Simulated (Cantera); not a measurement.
A freely propagating, adiabatic, planar premixed flame of H2 : O2 : N2 = 1 : 0.217 : 0.817 (molar parts), equivalence ratio 2.3, unburnt at 698 K and 8.60 bar; mixture-averaged transport, grid criteria slope 0.08 and curve 0.16, no radiation.

Detailed kinetics in Cantera: the H2/O2 subset of GRI-Mech 3.0, which has no nitrogen chemistry. The hydrogen kinetics of GRI-Mech 3.0 are dated; newer H2 mechanisms differ, most at raised pressure. Burning velocities carry a grid error of a few per cent, more on coarse grids.

x: mole fraction of selected species; z is measured from the peak of heat release.

```tsv
z (mm)	T (K)	u (m/s)	x H2	x O2	x O	x H2O	x H2O2	x H
-0.0956	698	11.2	0.492	0.107	<1e-8	<1e-8	<1e-8	<1e-8
-0.0637	698	11.2	0.492	0.107	<1e-8	2.76e-8	<1e-8	<1e-8
-0.0478	698	11.2	0.492	0.107	<1e-8	3.57e-7	<1e-8	<1e-8
-0.0319	699	11.2	0.491	0.107	…	1.09e-5	5.55e-8	1.09e-7
-0.0159	768	12.1	0.480	0.107	…	0.00324	1.87e-5	0.000314
-0.00797	1046	16.0	0.443	0.0975	…	0.0311	5.00e-5	0.00546
0	1432	21.4	0.378	0.0671	…	0.0979	1.60e-5	0.0231
0.00797	1706	25.3	0.320	0.0306	…	0.169	3.46e-6	0.0414
0.0159	1849	27.3	0.293	0.0110	…	0.207	1.81e-6	0.0482
0.0319	1971	28.9	0.284	0.00156	…	0.227	7.00e-7	0.0445
0.0637	2071	30.2	0.289	0.000152	…	0.232	3.01e-7	0.0332
0.127	2154	31.2	0.296	4.44e-5	…	0.234	1.49e-7	0.0221
0.255	2214	31.9	0.301	1.75e-5	…	0.236	6.90e-8	0.0135
```

Some entries are withheld; supply them.


- -0.0319, x O: 2.90e-8
- -0.0159, x O: 2.18e-5
- -0.00797, x O: 0.000329
- 0, x O: 0.00143
- 0.00797, x O: 0.00168
- 0.0159, x O: 0.00106
- 0.0319, x O: 0.000478
- 0.0637, x O: 0.000251
- 0.127, x O: 0.000119
- 0.255, x O: 4.70e-5
